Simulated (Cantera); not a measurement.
Charge: 1 mol SiCl4, 0.025 mol Cl2, 29 mol H2, held at 5.10 mbar.

Equilibrium computed with Cantera from the NASA thermochemical tables; the gas is ideal and each condensed phase is pure. Candidate condensed phases: Si; 19 gas species. Kinetics and transport are ignored.

Q: What share of the Si ends up in condensed phases as a function of T (K), at 1023, 1073, 1123, 1173, 1223, 1273, 1323, 1373, 1423, 1473, 1523, 1573?

A: 
```csv
T (K),Si condensed (%),as
1023,17.2,Si(s)
1073,23.5,Si(s)
1123,28.3,Si(s)
1173,30.8,Si(s)
1223,31.2,Si(s)
1273,30.5,Si(s)
1323,29.3,Si(s)
1373,28.0,Si(s)
1423,26.6,Si(s)
1473,25.3,Si(s)
1523,24.0,Si(s)
1573,22.8,Si(s)
```
